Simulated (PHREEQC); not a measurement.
1.3 g of hydrous ferric oxide (600 m²/g; 0.2 weak and 0.005 strong sites per Fe, Dzombak-Morel constants, diffuse double layer) in 1 kg of water with 0.005 mol/kgw of an inert sodium salt, at 25 °C; the pH is set by adding NaOH or the inert anion's acid. Oxygen is held at 0.21 atm. No CO2 enters from the air. No solid was allowed to form.

Base run: PHREEQC, ion-association model, wateq4f.dat. Each further column changes one thing. The table gives surface charge σ (C/m²).

```json
[
 {"pH": "3", "base": "0.310", "background salt from 0.005 to 0.0005 mol/kgw": "0.264", "oxide from 1.3 to 6.5 g/kgw": "0.329", "0.0056 mol/kgw NiCl2 added": "0.345"},
 {"pH": "4", "base": "0.189", "background salt from 0.005 to 0.0005 mol/kgw": "0.116", "oxide from 1.3 to 6.5 g/kgw": "0.212", "0.0056 mol/kgw NiCl2 added": "0.257"},
 {"pH": "5", "base": "0.092", "background salt from 0.005 to 0.0005 mol/kgw": "0.043", "oxide from 1.3 to 6.5 g/kgw": "0.101", "0.0056 mol/kgw NiCl2 added": "0.146"},
 {"pH": "5.5", "base": "0.061", "background salt from 0.005 to 0.0005 mol/kgw": "0.025", "oxide from 1.3 to 6.5 g/kgw": "0.065", "0.0056 mol/kgw NiCl2 added": "[?]"},
 {"pH": "6.5", "base": "0.023", "background salt from 0.005 to 0.0005 mol/kgw": "0.008", "oxide from 1.3 to 6.5 g/kgw": "0.023", "0.0056 mol/kgw NiCl2 added": "0.066"},
 {"pH": "7.5", "base": "0.006", "background salt from 0.005 to 0.0005 mol/kgw": "0.002", "oxide from 1.3 to 6.5 g/kgw": "0.006", "0.0056 mol/kgw NiCl2 added": "0.066"},
 {"pH": "8.5", "base": "-0.004", "background salt from 0.005 to 0.0005 mol/kgw": "-0.001", "oxide from 1.3 to 6.5 g/kgw": "-0.004", "0.0056 mol/kgw NiCl2 added": "0.065"},
 {"pH": "9", "base": "-0.009", "background salt from 0.005 to 0.0005 mol/kgw": "-0.003", "oxide from 1.3 to 6.5 g/kgw": "-0.010", "0.0056 mol/kgw NiCl2 added": "[?]"},
 {"pH": "10", "base": "-0.031", "background salt from 0.005 to 0.0005 mol/kgw": "-0.012", "oxide from 1.3 to 6.5 g/kgw": "-0.032", "0.0056 mol/kgw NiCl2 added": "0.037"},
 {"pH": "11", "base": "-0.082", "background salt from 0.005 to 0.0005 mol/kgw": "-0.051", "oxide from 1.3 to 6.5 g/kgw": "-0.088", "0.0056 mol/kgw NiCl2 added": "[?]"}
]
```

Problem. Some entries are withheld; supply them.

Solution. 
- 5.5, 0.0056 mol/kgw NiCl2 added: 0.103
- 9, 0.0056 mol/kgw NiCl2 added: 0.063
- 11, 0.0056 mol/kgw NiCl2 added: 0.007

The oxide is taken as insoluble; below pH 4 it would dissolve. In at least one series the solution becomes supersaturated in solids that the run did not let form, among them Ni(OH)2.
